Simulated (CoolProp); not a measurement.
R1234ze(E) along the isobar 0.48 MPa: density (kg/m³) from the reference equation and from simpler models built on Tc = 109.4 °C, pc = 3.635 MPa, ω = 0.313; each cubic takes its own stable root.

Computed with CoolProp (reference Helmholtz-energy equation of state, Thol 2016).

```tsv
T (°C)	phase	reference
17.75	liquid	1187
32.05	gas	24.30
46.45	gas	22.73
60.75	gas	21.42
75.15	gas	20.28
89.45	gas	19.28
103.85	gas	18.40
118.15	gas	17.60
132.55	gas	16.88
146.85	gas	16.23
```

**Question.** How far does each simpler model (van der Waals, Redlich-Kwong, Soave-Redlich-Kwong) lie from the reference over these 10 states: mean and median of the absolute difference, and the worst?

**Answer.** 
- van der Waals: mean 11.3 %, median 1.5 %, worst -97.9 % at 17.75 °C and 0.48 MPa
- Redlich-Kwong: mean 10.4 %, median 0.6 %, worst -97.9 % at 17.75 °C and 0.48 MPa
- Soave-Redlich-Kwong: mean 1.4 %, median 0.3 %, worst -10.5 % at 17.75 °C and 0.48 MPa

At some of these states van der Waals, Redlich-Kwong gives the other phase, because its saturation line lies elsewhere.
